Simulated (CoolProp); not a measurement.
Vapour-liquid equilibrium of dimethyl ether (1) + R236FA (2) at 339.8 K; x and y are mole fractions of (1).

Computed with CoolProp (multi-fluid Helmholtz-energy mixture model, Wu 2011 and Pan 2012; pair parameters Bell 2016).

Problem. Give the bubble pressure and the first vapour's composition at x = 0.125, 0.35, 0.5. Is there an azeotrope?

Solution. x = 0.125: 9.151 bar, y = 0.137; x = 0.35: 9.778 bar, y = 0.415; x = 0.5: 10.67 bar, y = 0.604. No azeotrope shows between x = 0.05 and 0.95.

Pair parameters are fitted to limited data, so mixtures are less certain than the pure fluids.
